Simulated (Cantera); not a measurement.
A closed system holds: 1 mol ZrO₂, 1.6 mol H₂, 0.14 mol H₂O, equilibrated at 300 Pa.

Equilibrium computed with Cantera from the NASA thermochemical tables; the gas is ideal and each condensed phase is pure. Candidate condensed phases: H₂O, Zr, ZrO₂; 12 gas species. The numbers say what is thermodynamically allowed, not how fast it happens. All values below are at 2148 K.

Base state: H₂ 0.852, H₂O 0.0767, H 0.0702, OH 0.000814, O 4.73e-5 (mole fractions); condensed: ZrO₂(tetragonal).

Question: What changes in the equilibrium state with this change: H₂O from 0.14 to 1.6 mol?

Answer: 
| species | before | after |
|---|---|---|
| H₂O | 0.0767 | 0.477 |
| H₂ | 0.852 | 0.463 |
| H | 0.0702 | 0.0518 |
| O₂ | 1.81e-6 | 0.000236 |
| O | 4.73e-5 | 0.000541 |
| ZrO₂(tetragonal), mol | 1.000 | 1.000 |
